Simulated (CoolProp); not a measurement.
Values from CoolProp's reference Helmholtz-energy equation of state, Lemmon 2006. It is a short technical equation, of lower accuracy than the large ones.

Give the vapour pressure (MPa), liquid density (kg/m³), vapour density (kg/m³) of saturated C2F6 (R116) at -16.35 °C.


| T (°C) | p (MPa) | liquid density (kg/m³) | vapour density (kg/m³) |
|---|---|---|---|
| -16.35 | 1.17 | 1270 | 101 |
